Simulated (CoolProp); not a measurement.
A Linde-Hampson liquefier for methane: isothermal reversible compression at 300 K from 1 atm to 5 MPa, throttling to 1 atm, return gas leaving the recuperator 5 K below the feed. Each further row changes one setting.

The numbers come from the reference Helmholtz-energy equation of state, Setzmann 1991 in CoolProp.

| case | liquid yield per pass | compression work (kJ/kg of gas) |
|---|---|---|
| as stated | 0.042 | 594 |
| high pressure 10 MPa | ___ | ___ |
| warm-end temperature 330 K | 0.029 | ___ |
| warm-end gap 10 K | ___ | 594 |

**Question.** Some entries are withheld; supply them.

**Answer.** 
- high pressure 10 MPa, liquid yield per pass: 0.097
- high pressure 10 MPa, compression work (kJ/kg of gas): 689
- warm-end temperature 330 K, compression work (kJ/kg of gas): 657
- warm-end gap 10 K, liquid yield per pass: 0.030
